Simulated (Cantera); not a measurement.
## Ignition delay

Mixture: 40.3 % H2, 12.6 % O2, 47.1 % N2, equivalence ratio 1.6, at 1.20 bar, adiabatic and at constant volume. Ignition delay is the time to a rise of 400 K.

Computed with Cantera and the H2/O2 subset of GRI-Mech 3.0, which has no nitrogen chemistry. Below about 950 K walls govern HO2 and H2O2 in real vessels.

```tsv
T0 (K)	delay (ms)
850	1300
900	201
950	18.3
1000	0.439
1050	0.142
1100	0.0816
```
